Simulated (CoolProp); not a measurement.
A simple Rankine cycle with R134a: condensing at 321.15 K, boiler at 3.35 MPa, turbine inlet 404.8 K, turbine efficiency 0.85, pump efficiency 0.8, no recuperator. Each further row changes one setting.

Computed with CoolProp (reference Helmholtz-energy equation of state, Tillner-Roth 1994).

```csv
case,thermal efficiency (%),net work (kJ/kg),heat in (kJ/kg),turbine exit temperature (K),volume ratio over the turbine
as stated,8.4,18.7,221,364.6,___
turbine inlet 424.8 K,___,20.9,___,386.6,2.73
condensing temperature 313.15 K,9.9,23.0,233,357.4,___
boiler pressure 2.34 MPa,___,13.4,___,___,1.89
turbine efficiency 0.75,7.3,___,221,366.9,2.84
```

Task: Fill in the missing entries.

Result: 
- as stated, volume ratio over the turbine: 2.81
- turbine inlet 424.8 K, thermal efficiency (%): 8.5
- turbine inlet 424.8 K, heat in (kJ/kg): 247
- condensing temperature 313.15 K, volume ratio over the turbine: 3.46
- boiler pressure 2.34 MPa, thermal efficiency (%): 5.7
- boiler pressure 2.34 MPa, heat in (kJ/kg): 234
- boiler pressure 2.34 MPa, turbine exit temperature (K): 381.4
- turbine efficiency 0.75, net work (kJ/kg): 16.2
